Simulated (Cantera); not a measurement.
Input (Python, Cantera) and output of one run.

```python
import numpy as np
import cantera as ct

gas_names = """
    AL ALCL ALCL2 ALCL3 ALH ALO ALOCL ALOH ALO2 ALO2H AL2 AL2CL6 AL2O AL2O2 CL CLO CL2 H HALO HCL HOCL
    HO2 H2 H2O H2O2 O OH O2 O3
""".split()
cond_names = """
    AL(cr) AL(L) ALCL3(s) ALCL3(L) AL2O3(a) AL2O3(L) H2O(s) H2O(L)
""".split()


# ... load() reads the species with a 1 bar reference pressure and builds the phases ...
atoms = {
    'Al2O3': {'AL': 2, 'O': 3},
    'HCl': {'H': 1, 'CL': 1},
    'O2': {'O': 2},
}
top_T = {}  # K; cautious upper limits of use, not melting points


# ... equilibrate(T, P, feed) seeds the gas with the atoms and calls Mixture.equilibrate('TP', solver="vcs", rtol=1e-11, max_steps=5000) ...
results = []
feed = {'Al2O3': 1, 'HCl': 84, 'O2': 0.2}  # mol
T = 1023.15  # K
P = 133.322  # Pa
mix = equilibrate(T, P, feed)
results.append((T, P, feed, dict(zip(mix.species_names, mix.species_moles))))
print(gas.report(threshold=0.0001))
for i in range(1, mix.n_phases):
    print(f"{mix.phase(i).name:16s} {mix.phase_moles(i):12.5e} mol")
```

It prints:

```
       temperature   1023.1 K
          pressure   133.32 Pa
           density   0.00057229 kg/m^3
  mean mol. weight   36.516 kg/kmol
   phase of matter   gas

                          1 kg             1 kmol
                     ---------------   ---------------
          enthalpy       -1.9333e+06       -7.0599e+07  J
   internal energy       -2.1663e+06       -7.9105e+07  J
           entropy              7652        2.7942e+05  J/K
    Gibbs function       -9.7624e+06       -3.5649e+08  J
 heat capacity c_p            871.49             31824  J/K
 heat capacity c_v             643.8             23509  J/K

                      mass frac. Y      mole frac. X     chem. pot. / RT
                     ---------------   ---------------   ---------------
                CL        0.00094607        0.00097453           -20.579
               CL2         0.0082801         0.0042646           -41.159
               HCL           0.98842              0.99           -41.817
               H2O         0.0023448         0.0047529           -65.332
     [  +25 minor]        5.9658e-06        4.6017e-06

AL(L)             0.00000e+00 mol
ALCL3(L)          0.00000e+00 mol
AL2O3(a)          9.99971e-01 mol
```

These are equilibrium values from Cantera (NASA tables, ideal gas, pure condensed phases), not measurements of a reactor.
